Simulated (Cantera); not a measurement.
## Equilibrium for silicon epitaxy and polysilicon growth: Si2Cl6 + Cl2 + N2

Charge: 1 mol Si2Cl6, 0.053 mol Cl2, 57 mol N2, held at 1525 K.

Cantera equilibrium calculation (NASA polynomials, part measured and part estimated; ideal gas, pure solids and liquids). Candidate condensed phases: Si, Si3N4; 13 gas species. The feed counts by its element totals alone. The tables' values for SiCl3 are old estimates; treat these amounts as uncertain. Equilibrium is a limit: real reactors are often held back by kinetics, nucleation or transport.

```
P (Pa)  log p N2  log p SiCl4  log p SiCl2  log p SiCl3  n Si3N4(s)
------  --------  -----------  -----------  -----------  ----------
100        -3.02        -4.93        -4.84        -5.12           0
350        -2.47        -4.33        -4.34        -4.57           0
1300       -1.90        -3.75        -3.79        -4.00           0
4500       -1.36        -3.20        -3.26        -3.47           0
16000      -0.81        -2.64        -2.73        -2.92     0.00583
56000      -0.26        -1.96        -2.57        -2.50      0.0838
200000      0.29        -1.35        -2.45        -2.13       0.123
```
log p: log10 of the partial pressure in bar; n: condensed amount in mol.

From 100 Pa to 4500 Pa nothing is condensed. From 16000 Pa to 200000 Pa the condensed part is Si3N4(s). The main Si-bearing gas is SiCl2 at 100 Pa and SiCl4 at 200000 Pa.
